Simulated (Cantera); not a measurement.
Input: 1 mol SiH4, 35 mol N2, held at 475 °C and 0.0150 bar.

These are equilibrium values from Cantera (NASA tables, ideal gas, pure condensed phases), not measurements of a reactor. Candidate condensed phases: Si, Si3N4; 18 gas species. N2 is the only nitrogen source here; it is nearly inert below about 1500 K, so the nitride shown seldom forms there in practice. Rates play no part.

Base state: N2 0.945, H2 0.0550 (mole fractions); condensed: Si3N4(s).

What changes in the equilibrium state with this change: SiH4 replaced by SiHCl3?


| species | before | after |
|---|---|---|
| N2 | 0.945 | 0.960 |
| HCl | 0 | 0.0229 |
| SiCl4 | 0 | 0.0150 |
| H2 | 0.0550 | 0.00239 |
| Si3N4(s), mol | 0.333 | 0.152 |
Further candidate phases: NH4Cl.

What changes in the equilibrium state with this change: SiH4 replaced by trisilylamine?


| species | before | after |
|---|---|---|
| N2 | 0.945 | 0.882 |
| H2 | 0.0550 | 0.118 |
| Si3N4(s), mol | 0.333 | 1.00 |
The feed counts by its element totals alone.
